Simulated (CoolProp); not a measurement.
Propyne along the isobar 7.31 MPa: fugacity coefficient from the reference equation and from simpler models built on Tc = 129.6 °C, pc = 5.658 MPa, ω = 0.204; each cubic takes its own stable root.

Computed with CoolProp (reference Helmholtz-energy equation of state, Polt 1992). This equation is an older, rougher fit; its heat capacities, sound speeds and derivatives of the liquid may be far off and weren't checked against measurements.

```tsv
T (°C)	phase	reference	van der Waals	Redlich-Kwong	Soave-Redlich-Kwong	Peng-Robinson
87.05	liquid	0.3099	0.4287	0.3495	0.3234	0.3101
99.75	liquid	0.3746	0.4750	0.4091	0.3892	0.3731
112.35	liquid	0.4426	0.5208	0.4695	0.4574	0.4386
125.05	liquid	0.5130	0.5662	0.5299	0.5267	0.5053
137.65	supercritical	0.5809	0.6095	0.5865	0.5918	0.5680
150.25	supercritical	0.6373	0.6491	0.6349	0.6451	0.6192
162.95	supercritical	0.6766	0.6823	0.6715	0.6846	0.6576
175.55	supercritical	0.7072	0.7084	0.7009	0.7168	0.6893
188.25	supercritical	0.7331	0.7307	0.7264	0.7448	0.7170
200.85	supercritical	0.7553	0.7501	0.7486	0.7694	0.7413
```
